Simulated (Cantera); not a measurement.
What does this Cantera script print?

```python
import numpy as np
import cantera as ct

gas = ct.Solution("gri30.yaml")
gas.TPX = 700, 410000, {'CH4': 1, 'CO': 0.18, 'O2': 1.74, 'N2': 6.55}
inlet = ct.Reservoir(gas, clone=True)
gas.equilibrate("HP")  # start burning
reactor = ct.IdealGasConstPressureReactor(gas, energy="on", clone=False)
exhaust = ct.Reservoir(gas, clone=True)
tau = [0.035, 0.019, 0.01, 0.0057, 0.0031, 0.0017, 0.00093, 0.00051, 0.00028, 0.00015, 8.4e-05, 4.6e-05, 2.5e-05][0]
for a, b in ((inlet, reactor), (reactor, exhaust)):
    ct.MassFlowController(a, b, mdot=lambda t: reactor.mass / tau)
net = ct.ReactorNet([reactor])
show = ['CH4', 'CO', 'O2', 'N2O', 'HCN', 'C2H', 'CH2']

rows = []
print(f"{'tau/s':>10s}{'T/K':>9s}" + "".join(f"{s:>11s}" for s in show))
for tau in [0.035, 0.019, 0.01, 0.0057, 0.0031, 0.0017, 0.00093, 0.00051, 0.00028, 0.00015, 8.4e-05, 4.6e-05, 2.5e-05]:
    net.initial_time = 0.0
    net.advance(30 * tau)
    before = gas.X
    net.advance(40 * tau)
    drift = np.max(np.abs(gas.X - before) / (gas.X + 1e-9))
    rows.append([gas.T, *gas[show].X, drift])
    print(f"{tau:10.3e}{gas.T:9.1f}" + "".join(f"{x:11.3e}" for x in gas[show].X))
```

Result:

```
     tau/s      T/K        CH4         CO         O2        N2O        HCN        C2H        CH2
 3.500e-02   2424.1  5.006e-06  5.136e-02  3.884e-04  7.884e-08  1.209e-06  2.859e-11  2.076e-07
 1.900e-02   2421.3  8.238e-06  5.145e-02  4.649e-04  8.390e-08  1.955e-06  7.584e-11  3.616e-07
 1.000e-02   2416.7  1.329e-05  5.160e-02  5.965e-04  9.176e-08  3.068e-06  1.955e-10  6.300e-07
 5.700e-03   2410.8  1.952e-05  5.181e-02  7.742e-04  1.010e-07  4.337e-06  4.163e-10  9.975e-07
 3.100e-03   2401.8  2.884e-05  5.213e-02  1.060e-03  1.133e-07  6.007e-06  8.786e-10  1.594e-06
 1.700e-03   2389.8  4.181e-05  5.258e-02  1.469e-03  1.271e-07  7.908e-06  1.731e-09  2.463e-06
 9.300e-04   2373.9  6.076e-05  5.322e-02  2.050e-03  1.410e-07  1.000e-05  3.288e-09  3.719e-06
 5.100e-04   2353.6  8.929e-05  5.406e-02  2.847e-03  1.535e-07  1.220e-05  6.100e-09  5.500e-06
 2.800e-04   2328.5  1.341e-04  5.516e-02  3.919e-03  1.632e-07  1.450e-05  1.129e-08  8.028e-06
 1.500e-04   2296.7  2.121e-04  5.668e-02  5.419e-03  1.695e-07  1.708e-05  2.188e-08  1.187e-05
 8.400e-05   2261.6  3.395e-04  5.855e-02  7.314e-03  1.721e-07  1.996e-05  4.216e-08  1.725e-05
 4.600e-05   2218.2  5.940e-04  6.134e-02  1.017e-02  1.715e-07  2.410e-05  8.948e-08  2.623e-05
 2.500e-05   2159.2  1.218e-03  6.603e-02  1.528e-02  1.647e-07  3.071e-05  2.193e-07  4.313e-05
```

Model: GRI-Mech 3.0 (53 species, 325 reactions), integrated in Cantera.
